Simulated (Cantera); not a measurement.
# CO2 + H2 + H2O (abatement and gas-phase synthesis)

Input: 1 mol CO2, 0.64 mol H2, 2.1 mol H2O, held at 13300 Pa.

Equilibrium computed with Cantera from the NASA thermochemical tables; the gas is ideal and each condensed phase is pure. Candidate condensed phases: C, C6H6, C7H8, C8H18, H2O; 110 gas species. The numbers say what is thermodynamically allowed, not how fast it happens.

```tsv
T (K)	x H2O	x CO2	x CO	x H2	x OH	x H	x O2	x O
1673	0.645	0.184	0.0831	0.0879	3.26e-5	9.25e-5	9.17e-8	2.77e-8
1723	0.646	0.182	0.0851	0.0860	6.04e-5	0.000146	2.75e-7	8.17e-8
1773	0.648	0.180	0.0869	0.0841	0.000108	0.000226	7.75e-7	2.26e-7
1823	0.650	0.179	0.0886	0.0824	0.000187	0.000341	2.07e-6	5.94e-7
1873	0.651	0.177	0.0902	0.0808	0.000314	0.000502	5.23e-6	1.48e-6
1923	0.652	0.176	0.0917	0.0793	0.000515	0.000726	1.26e-5	3.52e-6
1973	0.653	0.174	0.0931	0.0779	0.000821	0.00103	2.90e-5	8.00e-6
2023	0.654	0.173	0.0944	0.0766	0.00128	0.00144	6.42e-5	1.75e-5
2073	0.654	0.171	0.0957	0.0754	0.00195	0.00198	0.000136	3.67e-5
2123	0.653	0.170	0.0970	0.0744	0.00291	0.00268	0.000278	7.43e-5
2173	0.652	0.168	0.0983	0.0736	0.00425	0.00358	0.000544	0.000145
2223	0.649	0.166	0.0999	0.0731	0.00609	0.00474	0.00102	0.000274
2273	0.645	0.163	0.102	0.0730	0.00853	0.00622	0.00184	0.000498
```
x: gas mole fraction; nothing condenses.

From 1673 K to 2273 K nothing is condensed. The main C-bearing gas is CO2 throughout.
